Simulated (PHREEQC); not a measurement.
Consider water at 17 °C with 0.087 mol/kgw HF, 3.9e-05 mol/kgw NaF, 0.0019 mol/kgw (NH4)2SiF6 and 0.0031 mol/kgw HCl. Closed to the air; pH follows from the charge balance.

The numbers come from PHREEQC with the ion-association model, phreeqc.dat.

```tsv
quantity	before	after
pH	1.99	3.26
ionic strength (mol/kgw)	0.0172	0.000609
HF (mol/kgw)	0.0768	0.000405
F- (mol/kgw)	0.00659	0.000576
HF2- (mol/kgw)	0.00181	8.35e-7
NaF (mol/kgw)	1.13e-7	1.22e-10
SI of Halite (NaCl)	-8.59	-12.51
```

**Question.** Which change was made?
A) temperature from 17 to 55 °C
B) diluted 100-fold with water
C) HCl from 0.0031 to 0.031 mol/kgw
D) NaF from 3.9e-05 to 0.000195 mol/kgw
E) 0.014 mol/kgw H3PO4 added

**Answer.** B, diluted 100-fold with water

Precipitation was switched off in this run. SiF6-2 is the database's only silicon fluoride.
